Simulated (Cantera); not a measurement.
Charge: 1 mol B2H6, 25 mol N2, held at 927 °C and 1.40 mbar.

Method: chemical equilibrium by Gibbs-energy minimisation in Cantera with the NASA 1993 tables (ideal gas, pure condensed phases). Candidate condensed phases: B, BN; 15 gas species. The feed counts by its element totals alone. N2 is the only nitrogen source here; it is nearly inert below about 1500 K, so the nitride shown seldom forms there in practice. Kinetics and transport are ignored.

Base state: N2 0.889, H2 0.111 (mole fractions); condensed: BN(s).

Problem. What changes in the equilibrium state with this change: B2H6 replaced by BCl3?

Solution. 
```tsv
species	before	after
N2	0.889	0.962
BCl3	0	0.0384
Cl	0	5.80e-5
H2	0.111	0
BN(s), mol	2.00	0.000494
```
